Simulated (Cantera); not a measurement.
Feed: 1 mol Pb, 0.039 mol CO, 68 mol H₂.

Method: chemical equilibrium by Gibbs-energy minimisation in Cantera with the NASA 1993 tables (ideal gas, pure condensed phases). Candidate condensed phases: C, C₆H₆, C₇H₈, C₈H₁₈, H₂O, Pb, PbO, PbO₂, Pb₃O₄; 113 gas species. Rates play no part.

### Question
What condenses at these points (T in K, P in Pa): (925, 32); (1025, 32000); (875, 320); (825, 320); (1075, 320)?

### Answer
```tsv
T (K)	P in Pa	condensed phases	Pb condensed (%)
925	32	Pb	42.7
1025	32000	Pb	99.4
875	320	Pb	98.6
825	320	Pb	99.7
1075	320	gas only	0.0
```
